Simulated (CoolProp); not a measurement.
Saturated liquid density (kg/m³) of isohexane: the reference equation beside estimates from Tc = 497.7 K, pc = 3043 kPa, ω = 0.280. Rackett uses Z = 0.29056 − 0.08775 ω.

The numbers come from the reference Helmholtz-energy equation of state, Lemmon 2006 in CoolProp. It is a short technical equation, of lower accuracy than the large ones.

```
T (K)  reference  Rackett  van der Waals  Redlich-Kwong  Peng-Robinson
-----  ---------  -------  -------------  -------------  -------------
277.1      667.5    680.3          401.7          594.0          689.1
280.2      664.8    677.5          400.2          591.3          686.6
283.3      662.0    674.6          398.6          588.7          684.1
286.4      659.2    671.7          397.0          585.9          681.5
289.4      656.5    668.8          395.4          583.3          679.0
292.5      653.7    665.9          393.8          580.5          676.4
295.6      650.9    662.9          392.2          577.7          673.7
298.7      648.0    659.9          390.5          574.9          670.9
301.7      645.2    657.0          388.9          572.1          668.3
304.8      642.4    654.0          387.2          569.2          665.4
307.9      639.5    651.0          385.5          566.2          662.6
311        636.6    647.9          383.8          563.3          659.7
314        633.8    644.9          382.1          560.4          656.8
```

Absolute difference from the reference over all 13 rows, mean and median: Rackett 1.8 and 1.8 %, van der Waals 39.8 and 39.7 %, Redlich-Kwong 11.3 and 11.2 %, Peng-Robinson 3.5 and 3.5 %.
